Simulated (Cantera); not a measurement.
A closed system holds: 1 mol SiH2Cl2, 1.4 mol C2H4, 33 mol H2, at 2177 °C and 2.80 mbar.

Equilibrium computed with Cantera from the NASA thermochemical tables; the gas is ideal and each condensed phase is pure. Candidate condensed phases: C, C6H6, C7H8, C8H18, Si, SiC; 109 gas species. The tables' values for SiCl are old estimates; treat these amounts as uncertain. Equilibrium is a limit: real reactors are often held back by kinetics, nucleation or transport.

### Question
What is the equilibrium state?

### Answer
* **x(H2)**: 0.628
* **x(H)**: 0.301
* **x(HCl)**: 0.0323
* **x(Si)**: 0.0172
* **x(Cl)**: 0.0110
* **x(C2H2 (acetylene))**: 0.00548
* **x(SiC2)**: 0.00384
* **x(SiH)**: 0.000206
* **x(SiCl)**: 0.000186
* **n(C(graphite))**: 1.90 mol
* **gas amount**: 45.96 mol
* **log10 activity of Si(l) (absent)**: -1.83
